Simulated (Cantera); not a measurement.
An adiabatic, constant-pressure homogeneous reactor starts with CH4 : O2 : N2 = 1 : 3.28 : 12.3 (molar parts), equivalence ratio 0.61, at 1425 K and 101000 Pa.

Detailed kinetics in Cantera: GRI-Mech 3.0 (53 species, 325 reactions).

Q: Predict: time of steepest temperature rise; temperature at 0.300 s; equilibrium temperature; x(O2) at 0.300 s; x(O) at 0.300 s; x(CO) at 0.300 s; x(OH) at 0.300 s.

A: 
* **time of steepest temperature rise**: 2.08 ms
* **temperature at 0.300 s**: 2487 K
* **equilibrium temperature**: 2487 K
* **x(O2) at 0.300 s**: 0.0704 (gas-phase equilibrium 0.0704)
* **x(O) at 0.300 s**: 0.00361 (gas-phase equilibrium 0.00361)
* **x(CO) at 0.300 s**: 0.00686 (gas-phase equilibrium 0.00686)
* **x(OH) at 0.300 s**: 0.0111 (gas-phase equilibrium 0.0111)
